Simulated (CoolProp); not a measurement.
CH3F (R41) at several states: Z from the reference equation and from simpler models built on Tc = 317.3 K, pc = 59.06 bar, ω = 0.200; each cubic takes its own stable root.

Values from CoolProp's reference Helmholtz-energy equation of state, Lemmon 2006. It is a short technical equation, of lower accuracy than the large ones.

| T (K) | p (bar) | phase | reference |
|---|---|---|---|
| 249.9 | 9.8 | gas | 0.8295 |
| 287.1 | 66.9 | liquid | 0.1456 |
| 381.9 | 68.7 | supercritical | 0.7420 |

How far does each simpler model (van der Waals, Redlich-Kwong, Peng-Robinson) lie from the reference over these 3 states: mean and median of the absolute difference, and the worst?


- van der Waals: mean 29.7 %, median 9.1 %, worst +79.3 % at 287.1 K and 66.9 bar
- Redlich-Kwong: mean 13.9 %, median 5.8 %, worst +34.7 % at 287.1 K and 66.9 bar
- Peng-Robinson: mean 7.1 %, median 3.8 %, worst +15.9 % at 287.1 K and 66.9 bar
